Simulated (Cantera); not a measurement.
A perfectly stirred reactor is fed with 38.3 % H2, 10.7 % O2, 39.9 % N2, 11.1 % H2O, at 54000 Pa; it is adiabatic with a 625 K inlet, and is followed from long to short residence time, starting on the burning branch (τ in s: 0.11, 0.034, 0.011, 0.0035, 0.0011, 0.00035, 0.00011, 3.5e-05, 1.1e-05, 3.6e-06).

Computed with Cantera and the H2/O2 subset of GRI-Mech 3.0, which has no nitrogen chemistry.

**Question.** Predict: blow-out, bracketed by the residence times tried; x(H2) at τ = 0.110 s; x(O2) at τ = 0.110 s; x(H2O) at τ = 0.110 s; x(O) at τ = 0.110 s; x(OH) at τ = 0.110 s; x(H2) at τ = 0.350 ms; x(O2) at τ = 0.350 ms; x(H2O) at τ = 0.350 ms; x(O) at τ = 0.350 ms; x(OH) at τ = 0.350 ms.

**Answer.** 
```json
{
 "blow_out_bracketed_by_the_residence_times_tried": "burning at 35.0 µs, out at 11.0 µs",
 "x(H2) at τ = 0.110 s": "0.188",
 "x(O2) at τ = 0.110 s": "4.59e-5",
 "x(H2O) at τ = 0.110 s": "0.360",
 "x(O) at τ = 0.110 s": "2.86e-5",
 "x(OH) at τ = 0.110 s": "0.00134",
 "x(H2) at τ = 0.350 ms": "0.166",
 "x(O2) at τ = 0.350 ms": "0.00291",
 "x(H2O) at τ = 0.350 ms": "0.335",
 "x(O) at τ = 0.350 ms": "0.00196",
 "x(OH) at τ = 0.350 ms": "0.00666"
}
```
